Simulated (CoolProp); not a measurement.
Vapour-liquid equilibrium of propane (1) + n-butane (2) at 260.5 K; x and y are mole fractions of (1).

Model: multi-fluid Helmholtz-energy mixture model, Lemmon 2009 and Bücker 2006; pair parameters Kunz 2012, in CoolProp.

| x | bubble pressure (MPa) | y at the bubble point | dew pressure at overall composition x (MPa) | liquid density (mol/L) |
|---|---|---|---|---|
| 0.05 | 0.07416 | 0.197 | 0.06491 | 10.65 |
| 0.125 | 0.09223 | 0.401 | 0.06931 | 10.77 |
| 0.2 | 0.1106 | 0.539 | 0.07434 | 10.90 |
| 0.275 | 0.1291 | 0.639 | 0.08015 | 11.03 |
| 0.35 | 0.1478 | 0.715 | 0.08695 | 11.16 |
| 0.425 | 0.1667 | 0.775 | 0.09500 | 11.29 |
| 0.5 | 0.1857 | 0.822 | 0.1047 | 11.42 |
| 0.575 | 0.2048 | 0.862 | 0.1166 | 11.56 |
| 0.65 | 0.2240 | 0.895 | 0.1314 | 11.70 |
| 0.725 | 0.2434 | 0.923 | 0.1506 | 11.84 |
| 0.8 | 0.2629 | 0.948 | 0.1762 | 11.98 |
| 0.875 | 0.2826 | 0.969 | 0.2120 | 12.12 |
| 0.95 | 0.3026 | 0.988 | 0.2650 | 12.27 |

No azeotrope shows between x = 0.05 and 0.95.

The pair parameters rest on a limited set of measurements; away from them the model extrapolates.
